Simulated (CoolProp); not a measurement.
Vapour-liquid equilibrium of cyclohexane (1) + o-xylene (2) at 0.264 MPa; x and y are mole fractions of (1).

Computed with CoolProp (multi-fluid Helmholtz-energy mixture model, Zhou 2014 and Zhou 2012; pair parameters Bell 2016).

| x | bubble temperature (°C) | y at the bubble point | dew temperature at overall composition x (°C) | liquid density (mol/L) |
|---|---|---|---|---|
| 0.05 | 176.4 | 0.192 | 182.6 | 6.959 |
| 0.15 | 162.9 | 0.456 | 178.3 | 7.129 |
| 0.25 | 152.5 | 0.619 | 173.7 | 7.273 |
| 0.35 | 144.4 | 0.723 | 168.8 | 7.398 |
| 0.45 | 138.1 | 0.795 | 163.3 | 7.512 |
| 0.55 | 132.9 | 0.848 | 157.2 | 7.619 |
| 0.65 | 128.5 | 0.889 | 150.2 | 7.723 |
| 0.75 | 124.7 | 0.924 | 142.1 | 7.827 |
| 0.85 | 121.2 | 0.955 | 132.7 | 7.933 |
| 0.95 | 117.9 | 0.985 | 121.8 | 8.046 |

No azeotrope shows between x = 0.05 and 0.95.

The pair parameters rest on a limited set of measurements; away from them the model extrapolates.
